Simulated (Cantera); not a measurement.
An isothermal plug-flow reactor at 725 K and 3750 Torr (inlet), inlet velocity 0.39 m/s, active area per volume 6700 1/m; feed CO : O2 : N2 = 0.019 : 0.011 : 0.79 (molar parts).

Computed with Cantera and Deutschmann's 1995 Pt surface mechanism with GRI-Mech 3.0 gas chemistry. Catalytic surfaces can have several steady states; this one follows from the mechanism file's or the stated starting coverage. Mass transfer to the wall is taken as infinitely fast.

One state of this run: x CO = 0.0228; x O2 = 0.0132; x H2O = <1e-12; x CO2 = 0.000415; θ free Pt = 0.0203; θ O* = 0.00111; θ CO* = 0.979. x: gas mole fraction; θ: surface coverage.

Which value of z (m) does it belong to?
(A) 0.00025
(B) 0.008
(C) 0.0025
(D) 0.0045

A, 0.00025
